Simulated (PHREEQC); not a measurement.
0.18 g of hydrous ferric oxide (600 m²/g; 0.2 weak and 0.005 strong sites per Fe, Dzombak-Morel constants, diffuse double layer) in 1 kg of water with 0.3 mol/kgw of an inert sodium salt, at 25 °C; the pH is set by adding NaOH or the inert anion's acid. Oxygen alone is held at its pressure in air (log pO2 = -0.68). No CO2 enters from the air. Nothing may precipitate in this run.

Base run: PHREEQC, ion-association model, wateq4f.dat. Each further column changes one thing. The table gives surface charge σ (C/m²).

| pH | base | background salt from 0.3 to 0.03 mol/kgw | oxide from 0.18 to 0.9 g/kgw | 4.3e-05 mol/kgw BaCl2 added |
|---|---|---|---|---|
| 4 | 0.349 | 0.271 | 0.349 | 0.349 |
| 4.5 | 0.318 | 0.213 | 0.318 | 0.318 |
| 5 | 0.269 | 0.157 | 0.269 | 0.269 |
| 5.5 | 0.210 | (withheld) | 0.210 | 0.210 |
| 6 | 0.154 | (withheld) | 0.154 | 0.154 |
| 6.5 | 0.106 | 0.047 | 0.106 | 0.106 |
| 7 | 0.066 | 0.028 | 0.066 | 0.067 |
| 7.5 | 0.034 | 0.014 | 0.034 | 0.035 |
| 8 | 0.006 | (withheld) | 0.006 | 0.009 |
| 8.5 | -0.021 | -0.008 | -0.021 | -0.017 |
| 9 | -0.051 | -0.021 | -0.051 | -0.045 |
| 9.5 | -0.087 | (withheld) | -0.087 | -0.079 |
| 10 | -0.132 | (withheld) | -0.132 | -0.117 |

Q: Complete the blanks.

A: 
- 5.5, background salt from 0.3 to 0.03 mol/kgw: 0.111
- 6, background salt from 0.3 to 0.03 mol/kgw: 0.075
- 8, background salt from 0.3 to 0.03 mol/kgw: 0.002
- 9.5, background salt from 0.3 to 0.03 mol/kgw: -0.038
- 10, background salt from 0.3 to 0.03 mol/kgw: -0.062
